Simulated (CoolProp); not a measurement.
Isobutene along the isotherm 460.9 K: density (kg/m³) from the reference equation and from simpler models built on Tc = 418.1 K, pc = 4.016 MPa, ω = 0.193; each cubic takes its own stable root.

Model: reference Helmholtz-energy equation of state, Lemmon 2005, in CoolProp. It is a short technical equation, of lower accuracy than the large ones.

```csv
p (MPa),phase,reference,ideal gas,van der Waals,Redlich-Kwong,Soave-Redlich-Kwong,Peng-Robinson
2.01,gas,34.09,29.43,33.82,34.15,33.90,34.54
4.02,supercritical,84.33,58.86,84.65,84.84,82.53,85.92
6.02,supercritical,176.0,88.14,195.4,179.7,164.1,174.1
8.03,supercritical,292.1,117.6,254.7,270.7,252.3,271.9
10,supercritical,345.0,146.4,280.4,315.2,300.8,327.6
12,supercritical,375.2,175.7,297.7,344.6,332.7,364.3
14.1,supercritical,396.9,206.4,311.2,367.6,357.3,392.6
16.1,supercritical,412.8,235.7,321.5,385.1,375.9,413.9
18.1,supercritical,425.7,265.0,330.1,399.7,391.4,431.6
20.1,supercritical,436.7,294.3,337.5,412.4,404.8,446.7
```
